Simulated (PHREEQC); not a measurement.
PHREEQC input (ion-association model, phreeqc.dat):

```
PHASES
  Fix_H+
    H+ = H+
    -log_k 0
SOLUTION 1
  temp 15
  units mol/kgw
  pH 7 charge
  Cl 0.001
  Na 0.001
END
SELECTED_OUTPUT 1
  -reset false
  -pH true
  -pe true
  -ionic_strength true
  -water true
  -totals Ca Cl F Na
  -molalities H+ Ca+2 Na+ Cl- F- OH- O2 HF HF2- CaOH+
    NaOH NaF
  -equilibrium_phases Fluorite
PRINT
  -reset false
USE solution 1
EQUILIBRIUM_PHASES 1
  Fix_H+ -4 HCl 10
    -force_equality true
  Fluorite 0 0.1
  O2(g) -0.68 10
END
# ... the last block is repeated for the other 16 points of pH, with NaOH or the acid as the point needs
```

Selected output (columns that matter, 17 of 17 rows; pH added in front):

```
pH	mu	Ca	Cl	F	Na	m_H+	m_Ca+2	m_Na+	m_Cl-	m_F-	m_OH-	m_HF	m_CaOH+	Fluorite
4	0.0016973	0.00019773	0.0011468	0.00039546	0.001	0.00010434	0.00019773	0.00099981	0.0011468	0.00035279	4.7471e-11	4.2375e-05	2.8738e-13	0.099802
4.56	0.001589	0.00018682	0.0010407	0.00037365	0.001	2.8701e-05	0.00018682	0.00099981	0.0010407	0.00036145	1.7211e-10	1.1975e-05	9.8984e-13	0.099813
5.12	0.001559	0.00018377	0.0010112	0.00036754	0.001	7.9022e-06	0.00018377	0.00099981	0.0010112	0.00036402	6.2466e-10	3.3229e-06	3.5392e-12	0.099816
5.69	0.0015507	0.00018292	0.001003	0.00036584	0.001	2.1267e-06	0.00018292	0.00099981	0.001003	0.00036475	2.3206e-09	8.9625e-07	1.3092e-11	0.099817
6.25	0.0015485	0.00018269	0.0010008	0.00036538	0.001	5.8572e-07	0.00018269	0.00099981	0.0010008	0.00036494	8.4253e-09	2.4699e-07	4.7481e-11	0.099817
6.81	0.0015478	0.00018263	0.0010002	0.00036526	0.001	1.6132e-07	0.00018263	0.00099981	0.0010002	0.000365	3.059e-08	6.8037e-08	1.7234e-10	0.099817
7.38	0.0015477	0.00018261	0.001	0.00036522	0.0010001	4.342e-08	0.00018261	0.00099986	0.001	0.00036501	1.1365e-07	1.8313e-08	6.4023e-10	0.099817
7.94	0.001548	0.00018261	0.001	0.00036522	0.0010004	1.1959e-08	0.00018261	0.0010002	0.001	0.00036502	4.1265e-07	5.044e-09	2.3245e-09	0.099817
8.5	0.0015491	0.00018262	0.001	0.00036523	0.0010015	3.2938e-09	0.00018261	0.0010013	0.001	0.00036504	1.4983e-06	1.3893e-09	8.4393e-09	0.099817
9.06	0.0015531	0.00018264	0.001	0.00036528	0.0010055	9.0723e-10	0.00018261	0.0010053	0.001	0.00036509	5.4402e-06	3.8267e-10	3.0637e-08	0.099817
9.62	0.0015677	0.00018274	0.001	0.00036548	0.0010199	2.4991e-10	0.00018263	0.0010197	0.001	0.00036528	1.9756e-05	1.0543e-10	1.1119e-07	0.099817
10.19	0.0016221	0.0001831	0.001	0.0003662	0.0010739	6.7308e-11	0.00018269	0.0010737	0.001	0.00036599	7.3453e-05	2.8411e-11	4.1238e-07	0.099817
10.75	0.0018187	0.00018436	0.001	0.00036872	0.0012688	1.8578e-11	0.00018287	0.0012686	0.001	0.00036847	0.00026736	7.8581e-12	1.4882e-06	0.099816
11.31	0.0025386	0.00018857	0.001	0.00037714	0.0019838	5.1525e-12	0.00018328	0.0019834	0.001	0.00037676	0.00097854	2.1949e-12	5.2937e-06	0.099811
11.88	0.0053038	0.00020157	0.001	0.00040315	0.0047369	1.4128e-12	0.00018312	0.004736	0.001	0.00040221	0.0037185	6.1616e-13	1.8458e-05	0.099798
12.44	0.015825	0.00023557	0.001	0.00047114	0.015237	4.037e-13	0.00017831	0.015233	0.001	0.00046795	0.014179	1.8747e-13	5.7258e-05	0.099764
13	0.058103	0.00031728	0.001	0.00063456	0.057471	1.1769e-13	0.00016404	0.057458	0.001	0.00062122	0.056318	6.1965e-14	0.00015324	0.099683
```
